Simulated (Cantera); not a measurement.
Input (Python, Cantera):

```python
import numpy as np
import cantera as ct

gas = ct.Solution("gri30.yaml")
gas.TPX = 1825, 1000000, {'CH4': 9.8, 'H2O': 2.6}
reactor = ct.IdealGasConstPressureReactor(gas, energy="off", clone=False)
net = ct.ReactorNet([reactor])
net.rtol, net.atol = 1e-08, 1e-18
show = ['CH4', 'H2O', 'CO2', 'C2H2', 'CH2O']
times = np.geomspace(7e-05, 10, 13)

steps = ct.SolutionArray(gas, extra=["t"])
rows = []
print(f"{'t/s':>10s}{'T/K':>9s}{'P/Pa':>11s}" + "".join(f"{s:>11s}" for s in show))
for t in times:
    while net.time < t:
        t_next = net.step()
        steps.append(gas.state, t=t_next)
    rows.append([np.interp(t, steps.t, y) for y in (steps.T, steps.P, *steps(*show).X.T)])
    print(f"{t:10.3e}{rows[-1][0]:9.1f}{rows[-1][1]:11.4g}" + "".join(f"{x:11.3e}" for x in rows[-1][2:]))
rate = np.gradient(steps.T, steps.t)
print("integrator steps:", len(steps.t))
if steps.T.max() > steps.T[0] + 200:
    print(f"time of steepest temperature rise: {steps.t[rate.argmax()]:.4e} s")
gas.TPX = 1825, 1000000, {'CH4': 9.8, 'H2O': 2.6}
gas.equilibrate("TP")
print(f"equilibrium (TP): T = {gas.T:.1f} K  " + "  ".join(f"{s} {gas[s].X[0]:.3e}" for s in show))
```

It prints:

```
       t/s      T/K       P/Pa        CH4        H2O        CO2       C2H2       CH2O
 7.000e-05   1825.0      1e+06  6.136e-01  1.939e-01  6.953e-07  1.968e-02  1.899e-05
 1.882e-04   1825.0      1e+06  4.478e-01  1.723e-01  5.152e-06  7.251e-02  9.449e-06
 5.061e-04   1825.0      1e+06  2.850e-01  1.504e-01  2.796e-05  1.254e-01  4.435e-06
 1.361e-03   1825.0      1e+06  1.625e-01  1.323e-01  1.338e-04  1.572e-01  2.085e-06
 3.659e-03   1825.0      1e+06  1.029e-01  1.158e-01  4.882e-04  1.669e-01  1.165e-06
 9.840e-03   1825.0      1e+06  9.292e-02  9.315e-02  1.133e-03  1.568e-01  8.623e-07
 2.646e-02   1825.0      1e+06  9.135e-02  5.789e-02  1.433e-03  1.363e-01  6.019e-07
 7.114e-02   1825.0      1e+06  8.869e-02  2.117e-02  7.844e-04  1.148e-01  4.056e-07
 1.913e-01   1825.0      1e+06  8.679e-02  2.285e-03  9.839e-05  1.039e-01  3.328e-07
 5.144e-01   1825.0      1e+06  8.653e-02  1.530e-05  6.659e-07  1.025e-01  3.254e-07
 1.383e+00   1825.0      1e+06  8.653e-02  7.299e-06  3.157e-07  1.025e-01  3.253e-07
 3.719e+00   1825.0      1e+06  8.653e-02  7.299e-06  3.157e-07  1.025e-01  3.253e-07
 1.000e+01   1825.0      1e+06  8.653e-02  7.299e-06  3.157e-07  1.025e-01  3.253e-07
integrator steps: 1660
equilibrium (TP): T = 1825.0 K  CH4 8.653e-02  H2O 7.400e-06  CO2 3.201e-07  C2H2 1.025e-01  CH2O 3.253e-07
```

Detailed kinetics in Cantera: GRI-Mech 3.0 (53 species, 325 reactions). GRI-Mech 3.0 stops at C3 and has no aromatics, soot or wall deposition, so with more carbon than oxygen in the feed, carbon stays in small species such as C2H2 where larger ones or solid carbon would form.
